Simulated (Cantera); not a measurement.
A Cantera script and its output.

```python
import numpy as np
import cantera as ct

gas = ct.Solution("gri30.yaml")
gas.TPX = 900, 2666, {'H2': 0.37, 'O2': 1}
inlet = ct.Reservoir(gas, clone=True)

reactor = ct.IdealGasConstPressureReactor(gas, energy="off", clone=False)
exhaust = ct.Reservoir(gas, clone=True)
tau = [4.1, 0.82, 0.16, 0.033, 0.0066, 0.0013, 0.00027][0]
for a, b in ((inlet, reactor), (reactor, exhaust)):
    ct.MassFlowController(a, b, mdot=lambda t: reactor.mass / tau)
net = ct.ReactorNet([reactor])
show = ['H2', 'O2', 'OH', 'H', 'O']

rows = []
print(f"{'tau/s':>10s}{'T/K':>9s}" + "".join(f"{s:>11s}" for s in show))
for tau in [4.1, 0.82, 0.16, 0.033, 0.0066, 0.0013, 0.00027]:
    net.initial_time = 0.0
    net.advance(30 * tau)
    before = gas.X
    net.advance(40 * tau)
    drift = np.max(np.abs(gas.X - before) / (gas.X + 1e-9))
    rows.append([gas.T, *gas[show].X, drift])
    print(f"{tau:10.3e}{gas.T:9.1f}" + "".join(f"{x:11.3e}" for x in gas[show].X))
```

It prints:

```
     tau/s      T/K         H2         O2         OH          H          O
 4.100e+00    900.0  1.945e-03  6.879e-01  1.116e-04  1.881e-05  1.221e-04
 8.200e-01    900.0  4.715e-03  6.881e-01  2.248e-04  9.368e-05  3.246e-04
 1.600e-01    900.0  1.099e-02  6.884e-01  4.819e-04  4.750e-04  8.274e-04
 3.300e-02    900.0  2.406e-02  6.888e-01  1.013e-03  2.239e-03  1.962e-03
 6.600e-03    900.0  5.199e-02  6.885e-01  2.034e-03  1.018e-02  4.544e-03
 1.300e-03    900.0  1.101e-01  6.869e-01  3.194e-03  3.403e-02  9.013e-03
 2.700e-04    900.0  2.278e-01  7.129e-01  1.592e-03  1.996e-02  5.249e-03
```

Model: GRI-Mech 3.0 (53 species, 325 reactions), integrated in Cantera. Radical loss at walls, strong at low pressure, is not modelled. Below about 950 K walls govern HO2 and H2O2 in real vessels. The temperature is held fixed by assumption; the heat of reaction is taken as removed at once.
